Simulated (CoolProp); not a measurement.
Model: reference Helmholtz-energy equation of state, Akasaka 2023, in CoolProp.

Task: For R1336mzz(E), give the phase and the Z, cp (kJ/(kg K)), isothermal compressibility (1/MPa), expansivity (1/kK) at 385.2 K and 1780 kPa.

Result: 
- 385.2 K and 1780 kPa: gas; Z 0.633, cp 1.32, isothermal compressibility 1.09, expansivity 13.0
